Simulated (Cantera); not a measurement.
A perfectly stirred reactor is fed with CH4 : H2 = 1 : 7.5 (molar parts), at 68.0 Pa; it is held at 1975 K, and followed from long to short residence time.

Cantera simulation using GRI-Mech 3.0 (53 species, 325 reactions); the numbers are that mechanism's predictions, not measurements. GRI-Mech 3.0 stops at C3 and has no aromatics, soot or wall deposition, so with more carbon than oxygen in the feed, carbon stays in small species such as C2H2 where larger ones or solid carbon would form. Radical loss at walls, strong at low pressure, is not modelled.

x: mole fraction; the columns are a selection and need not sum to one.

| τ (s) | x CH4 | x H2 | x CH2 | x C2H6 | x CH3 | x C2H | x H |
|---|---|---|---|---|---|---|---|
| 4.4 | 0.0132 | 0.933 | 1.24e-5 | 5.82e-7 | 0.00181 | 5.48e-6 | 0.00653 |
| 1.6 | … | 0.926 | … | … | … | … | … |
| 0.57 | 0.0458 | 0.915 | 1.63e-5 | 4.46e-6 | 0.00435 | 2.47e-6 | 0.00445 |
| 0.21 | 0.0721 | 0.901 | 1.56e-5 | 8.21e-6 | 0.00552 | 1.14e-6 | 0.00355 |
| 0.074 | 0.101 | 0.887 | 9.75e-6 | 8.18e-6 | 0.00495 | 1.95e-7 | 0.00225 |
| 0.027 | 0.114 | 0.882 | 2.42e-6 | 2.36e-6 | 0.00235 | 4.69e-9 | 0.000933 |
| 0.0097 | 0.117 | 0.882 | 3.56e-7 | 3.36e-7 | 0.000852 | 3.49e-11 | 0.000333 |
| 0.0035 | 0.117 | 0.882 | … | … | … | <1e-12 | … |

Question: What belongs in the gaps?

Answer: 
- 1.6, x CH4: 0.0257
- 1.6, x CH2: 1.47e-5
- 1.6, x C2H6: 1.77e-6
- 1.6, x CH3: 0.00292
- 1.6, x C2H: 3.92e-6
- 1.6, x H: 0.00537
- 0.0035, x CH2: 4.62e-8
- 0.0035, x C2H6: 3.87e-8
- 0.0035, x CH3: 0.000306
- 0.0035, x H: 0.000123
